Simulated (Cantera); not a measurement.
Mixture: CO : H₂ : O₂ : N₂ = 1 : 0.031 : 0.955 : 5.92 (molar parts), at 1000000 Pa, adiabatic and at constant volume. Ignition delay is the time to a rise of 400 K.

Cantera simulation using GRI-Mech 3.0 (53 species, 325 reactions); the numbers are that mechanism's predictions, not measurements. The hydrogen kinetics of GRI-Mech 3.0 are dated; newer H2 mechanisms differ, most at raised pressure. Where the delays flatten at high temperature, the 400 K rule measures the pace of heat release, not the induction time.

Q: Predict: delay at 1098 K; delay at 1248 K; delay at 1398 K; delay at 1548 K.

A: 
- delay at 1098 K = 1.37 ms
- delay at 1248 K = 0.115 ms
- delay at 1398 K = 34.7 µs
- delay at 1548 K = 20.4 µs
